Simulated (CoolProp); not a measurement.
CH3F (R41) along the isobar 16.5 MPa: density (kg/m³) from the reference equation and from simpler models built on Tc = 317.3 K, pc = 5.906 MPa, ω = 0.200; each cubic takes its own stable root.

The numbers come from the reference Helmholtz-energy equation of state, Lemmon 2006 in CoolProp. It is a short technical equation, of lower accuracy than the large ones.

```
T (K)          phase  reference  van der Waals  Redlich-Kwong  Soave-Redlich-Kwong
-----  -------------  ---------  -------------  -------------  -------------------
313.9         liquid      625.0          384.9          484.1                485.4
322.5  supercritical      596.9          375.3          463.3                461.1
331    supercritical      567.2          365.6          442.0                436.0
339.6  supercritical      534.8          355.3          419.8                409.5
348.1  supercritical      500.5          344.9          397.4                382.7
356.6  supercritical      464.1          334.1          374.8                355.9
365.2  supercritical      426.0          322.8          352.0                329.5
373.7  supercritical      388.8          311.4          330.1                305.1
382.3  supercritical      353.7          299.5          309.0                282.6
390.8  supercritical      322.8          287.7          289.6                262.9
399.4  supercritical      296.1          275.8          271.6                245.6
407.9  supercritical      273.8          264.1          255.7                230.8
416.5  supercritical      254.9          252.5          241.4                217.7
425    supercritical      239.0          241.5          228.8                206.5
```
